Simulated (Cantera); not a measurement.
What does this Cantera script print?

```python
import numpy as np
import cantera as ct

gas = ct.Solution("gri30.yaml")
gas.TP = 300, 36000
flame = ct.CounterflowDiffusionFlame(gas, width=0.02)
flame.fuel_inlet.X, flame.fuel_inlet.T = {'CO': 1, 'H2': 0.2}, 475
flame.oxidizer_inlet.X, flame.oxidizer_inlet.T = {'O2': 0.28, 'N2': 0.72}, 400
flame.set_refine_criteria(ratio=3, slope=0.12, curve=0.24, prune=0.03)
show = ['OH', 'H', 'NO', 'CO']

rows = []
print(f"{'mdot':>8s}{'a_max':>10s}{'a_mean':>10s}{'Tmax/K':>9s}" + "".join(f"{s:>11s}" for s in show) + "   (peak mole fractions)")
for i, mdot in enumerate([0.22, 0.27, 0.34, 0.42, 0.52, 0.65, 0.81, 1, 1.3, 1.6]):  # kg/m2/s on the oxidiser side
    flame.oxidizer_inlet.mdot, flame.fuel_inlet.mdot = mdot, 0.87 * mdot
    flame.solve(loglevel=0, auto=(i == 0))
    if flame.T.max() < max(475, 400) + 100:
        print(f"{mdot:8.3g}  no burning solution found from the previous one")
        break
    dT = np.abs(np.gradient(flame.T, flame.grid))
    rows.append([flame.strain_rate("max"), flame.strain_rate("mean"), flame.T.max(),
                 *(flame.X[gas.species_index(s)].max() for s in show), max(dT[0], dT[-1]) / dT.max()])
    print(f"{mdot:8.3g}{rows[-1][0]:10.1f}{rows[-1][1]:10.1f}{rows[-1][2]:9.1f}" + "".join(f"{x:11.3e}" for x in rows[-1][3:-1]))
```

Result:

```
    mdot     a_max    a_mean   Tmax/K         OH          H         NO         CO   (peak mole fractions)
    0.22     321.3      79.2   1985.4  1.186e-02  2.165e-02  6.534e-05  8.456e-01
    0.27     383.3      97.2   1949.0  1.149e-02  2.303e-02  5.543e-05  8.453e-01
    0.34     469.3     122.4   1909.4  1.116e-02  2.458e-02  4.718e-05  8.448e-01
    0.42     566.3     151.3   1872.0  1.079e-02  2.603e-02  4.135e-05  8.443e-01
    0.52     687.0     187.3   1835.7  1.041e-02  2.757e-02  3.658e-05  8.439e-01
    0.65     840.3     234.1   1795.2  9.949e-03  2.914e-02  3.213e-05  8.436e-01
    0.81    1026.1     291.7   1756.3  9.479e-03  3.067e-02  2.820e-05  8.436e-01
       1    1242.8     360.1   1717.6  8.938e-03  3.196e-02  2.477e-05  8.435e-01
     1.3    1578.4     468.2   1666.9  8.252e-03  3.337e-02  2.056e-05  8.431e-01
     1.6    1906.7     576.2   1624.2  7.681e-03  3.408e-02  1.741e-05  8.428e-01
```

Cantera simulation using GRI-Mech 3.0 (53 species, 325 reactions); the numbers are that mechanism's predictions, not measurements. The maximum strain rate includes the flame's own expansion and is several times the mean.
